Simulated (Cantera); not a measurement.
A freely propagating, adiabatic, planar premixed flame of CH4 : H2 : O2 : N2 : CO2 = 1 : 0.065 : 2.54 : 9.55 : 0.88 (molar parts), equivalence ratio 0.80, unburnt at 400 K and 100000 Pa; mixture-averaged transport, grid criteria slope 0.08 and curve 0.16, no radiation.

Cantera simulation using GRI-Mech 3.0 (53 species, 325 reactions); the numbers are that mechanism's predictions, not measurements. Burning velocities carry a grid error of a few per cent, more on coarse grids.

### Question
What does this change do: O2 2.54 to 2 parts?

### Answer
| quantity | before | after |
|---|---|---|
| laminar burning velocity | 30.9 cm/s | 22.7 cm/s |
| thermal thickness | 0.616 mm | 0.813 mm |
| peak x(C2H6) | 0.000490 | 0.000635 |
| peak x(C2H) | 1.03e-8 | 3.11e-8 |
| peak x(CH2O) | 0.000815 | 0.000697 |

### Question
What does this change do: inlet temperature 400 to 600 K?

### Answer
```tsv
quantity	before	after
laminar burning velocity	30.9 cm/s	76.5 cm/s
thermal thickness	0.616 mm	0.460 mm
peak x(C2H6)	0.000490	0.000615
peak x(C2H)	1.03e-8	2.84e-8
peak x(CH2O)	0.000815	0.000911
```
